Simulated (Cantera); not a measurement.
An adiabatic, constant-volume homogeneous reactor starts with CH3OH : O2 : N2 = 1 : 2.21 : 8.29 (molar parts), at 1175 K and 1.70 bar. Integrator tolerance rtol = 1e-08.

Cantera simulation using GRI-Mech 3.0 (53 species, 325 reactions); the numbers are that mechanism's predictions, not measurements. GRI-Mech 3.0 was tuned for natural gas; its chemistry of methanol as a main component is partial and can be far from experiment.

Question: What does this change do: constant pressure in place of constant volume?

Answer: 
| quantity | before | after |
|---|---|---|
| time of steepest temperature rise | 9.76 ms | 10.0 ms |
| temperature at 1.00 s | 2659 K | 2441 K |
| equilibrium temperature | 2659 K | 2441 K |
| x(CH3OH) at 1.00 s | <1e-12 (gas-phase equilibrium <1e-12) | <1e-12 (gas-phase equilibrium <1e-12) |
| x(O2) at 1.00 s | 0.0543 (gas-phase equilibrium 0.0543) | 0.0551 (gas-phase equilibrium 0.0551) |
| x(HO2) at 1.00 s | 1.34e-5 (gas-phase equilibrium 1.34e-5) | 6.41e-6 (gas-phase equilibrium 6.41e-6) |
| x(H) at 1.00 s | 0.00153 (gas-phase equilibrium 0.00153) | 0.000713 (gas-phase equilibrium 0.000713) |
| x(OH) at 1.00 s | 0.0143 (gas-phase equilibrium 0.0143) | 0.00944 (gas-phase equilibrium 0.00944) |

Question: What does this change do: initial temperature 1175 to 1548 K?

Answer: 
| quantity | before | after |
|---|---|---|
| time of steepest temperature rise | 9.76 ms | 94.2 µs |
| temperature at 1.00 s | 2659 K | 2803 K |
| equilibrium temperature | 2659 K | 2803 K |
| x(CH3OH) at 1.00 s | <1e-12 (gas-phase equilibrium <1e-12) | <1e-12 (gas-phase equilibrium <1e-12) |
| x(O2) at 1.00 s | 0.0543 (gas-phase equilibrium 0.0543) | 0.0554 (gas-phase equilibrium 0.0554) |
| x(HO2) at 1.00 s | 1.34e-5 (gas-phase equilibrium 1.34e-5) | 1.71e-5 (gas-phase equilibrium 1.71e-5) |
| x(H) at 1.00 s | 0.00153 (gas-phase equilibrium 0.00153) | 0.00394 (gas-phase equilibrium 0.00394) |
| x(OH) at 1.00 s | 0.0143 (gas-phase equilibrium 0.0143) | 0.0214 (gas-phase equilibrium 0.0214) |
